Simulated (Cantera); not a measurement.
**Adiabatic ignition**

An adiabatic, constant-volume homogeneous reactor starts with CH4 : C2H6 : O2 : N2 = 1 : 0.048 : 2.17 : 8.15 (molar parts), at 1698 K and 10.0 bar.

Model: GRI-Mech 3.0 (53 species, 325 reactions), integrated in Cantera. Above 3000 K some thermodynamic fits are extrapolated.

```
t (s)     T (K)  P (bar)   x CH4   x C2H6    x O2     x OH    x CO2
--------  -----  -------  ------  -------  ------  -------  -------
2.00e-6    1696     9.99  0.0877  0.00397   0.191  4.17e-6  6.58e-7
6.59e-6    1706     10.1  0.0848  0.00363   0.189  1.77e-5  2.04e-5
2.17e-5    3197     19.8  <1e-12   <1e-12  0.0224   0.0257   0.0462
7.17e-5    3175     19.7  <1e-12   <1e-12  0.0183   0.0235   0.0455
0.000236   3173     19.7  <1e-12   <1e-12  0.0180   0.0234   0.0454
0.000779   3173     19.7  <1e-12   <1e-12  0.0180   0.0234   0.0454
0.00257    3173     19.7  <1e-12   <1e-12  0.0180   0.0234   0.0454
0.00847    3173     19.7  <1e-12   <1e-12  0.0180   0.0234   0.0454
0.0279     3173     19.7  <1e-12   <1e-12  0.0180   0.0234   0.0454
0.0920     3173     19.7  <1e-12   <1e-12  0.0180   0.0234   0.0454
0.303      3173     19.7  <1e-12   <1e-12  0.0180   0.0234   0.0454
1.00       3173     19.7  <1e-12   <1e-12  0.0180   0.0234   0.0454
```
x: mole fraction; the columns are a selection and need not sum to one.

```
Item                                                              Result
---------------------------------  -------------------------------------
time of steepest temperature rise                                16.4 µs
temperature at 1.00 s                                             3173 K
equilibrium temperature                                           3173 K
x(CH4) at 1.00 s                   <1e-12 (gas-phase equilibrium <1e-12)
x(C2H6) at 1.00 s                  <1e-12 (gas-phase equilibrium <1e-12)
x(O2) at 1.00 s                    0.0180 (gas-phase equilibrium 0.0180)
```
